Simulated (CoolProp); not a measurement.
Diethyl ether at several states: Z from the reference equation and from simpler models built on Tc = 467.9 K, pc = 3.717 MPa, ω = 0.282; each cubic takes its own stable root.

Model: reference Helmholtz-energy equation of state, Thol 2014, in CoolProp.

```
T (K)  p (MPa)   phase  reference  van der Waals  Soave-Redlich-Kwong  Peng-Robinson
-----  -------  ------  ---------  -------------  -------------------  -------------
333.3    0.247  liquid   0.009934         0.9545              0.01091       0.009637
398.9   0.0568     gas     0.9909         0.9933               0.9912         0.9905
500.6        1     gas     0.9239         0.9282               0.9245         0.9152
275.5     1.42  liquid    0.06253         0.1037              0.06838        0.06065
```

At some of these states van der Waals gives the other phase, because its saturation line lies elsewhere.
